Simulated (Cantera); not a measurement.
**Hydrocarbon pyrolysis for carbon deposition**

A perfectly stirred reactor is fed with 8.72 % C2H6, 87.2 % H2, 4.10 % H2O, at 143 Torr; it is held at 1750 K, and followed from long to short residence time.

Model: GRI-Mech 3.0 (53 species, 325 reactions), integrated in Cantera. GRI-Mech 3.0 stops at C3 and has no aromatics, soot or wall deposition, so with more carbon than oxygen in the feed, carbon stays in small species such as C2H2 where larger ones or solid carbon would form.

| τ (s) | x C2H6 | x H2 | x H | x CH2 | x C2H2 | x CH3 | x C2H4 |
|---|---|---|---|---|---|---|---|
| 0.38 | 1.22e-5 | 0.880 | 0.000568 | 2.09e-7 | 0.0601 | 0.000303 | 0.000421 |
| 0.19 | 2.28e-5 | 0.875 | 0.000602 | 2.85e-7 | 0.0591 | 0.000400 | 0.000484 |
| 0.090 | 4.42e-5 | 0.870 | 0.000659 | 4.04e-7 | 0.0572 | 0.000537 | 0.000603 |
| 0.044 | 8.17e-5 | 0.866 | 0.000738 | 5.77e-7 | 0.0549 | 0.000708 | 0.000802 |
| 0.021 | 0.000152 | 0.861 | 0.000851 | 8.45e-7 | 0.0522 | 0.000939 | 0.00115 |
| 0.010 | 0.000279 | 0.857 | 0.000997 | 1.25e-6 | 0.0492 | 0.00124 | 0.00173 |
| 0.0050 | 0.000489 | 0.854 | 0.00116 | 1.79e-6 | 0.0459 | 0.00161 | 0.00259 |
| 0.0024 | 0.000883 | 0.850 | 0.00137 | 2.59e-6 | 0.0418 | 0.00212 | 0.00400 |
| 0.0012 | 0.00154 | 0.846 | 0.00158 | 3.60e-6 | 0.0371 | 0.00273 | 0.00596 |
| 0.00057 | 0.00281 | 0.842 | 0.00183 | 5.01e-6 | 0.0311 | 0.00355 | 0.00891 |
| 0.00028 | 0.00499 | 0.839 | 0.00206 | 6.70e-6 | 0.0245 | 0.00453 | 0.0124 |
x: mole fraction; the columns are a selection and need not sum to one.
